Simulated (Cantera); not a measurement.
A Cantera script and what it prints.

```python
import numpy as np
import cantera as ct

gas_names = [...]  # 110 gases of nasa_gas.yaml made of C, H, O
cond_names = """
    C(gr) C6H6(L) C7H8(L) C8H18(L),n-octa H2O(s) H2O(L)
""".split()


# ... load() reads the species with a 1 bar reference pressure and builds the phases ...
atoms = {
    'CO2': {'C': 1, 'O': 2},
    'O2': {'O': 2},
    'H2': {'H': 2},
}
top_T = {'C(gr)': 4500}  # K; cautious upper limits of use, not melting points


# ... equilibrate(T, P, feed) seeds the gas with the atoms and calls Mixture.equilibrate('TP', solver="vcs", rtol=1e-11, max_steps=5000) ...
results = []
feed = {'CO2': 1, 'O2': 0.12, 'H2': 1.7}  # mol
T = 1625  # K
P = 1900  # Pa
mix = equilibrate(T, P, feed)
results.append((T, P, feed, dict(zip(mix.species_names, mix.species_moles))))
x = sorted(zip(gas.X, gas.species_names), reverse=True)
print(f"T = {T:g} K  P = {P:g} Pa  gas = {mix.phase_moles(0):.4g} mol")
print("   x: " + "  ".join(f"{s} {v:.3e}" for v, s in x if v > 0.001))
print("   condensed (mol): " + ("  ".join(f"{mix.phase(i).name} {mix.phase_moles(i):.4g}"
      for i in range(1, mix.n_phases) if mix.phase_moles(i) > 1e-12) or "none"))
```

Result:

```
T = 1625 K  P = 1900 Pa  gas = 2.7 mol
   x: H2O 3.519e-01  H2 2.775e-01  CO 2.630e-01  CO2 1.073e-01
   condensed (mol): none
```

Equilibrium computed with Cantera from the NASA thermochemical tables; the gas is ideal and each condensed phase is pure.
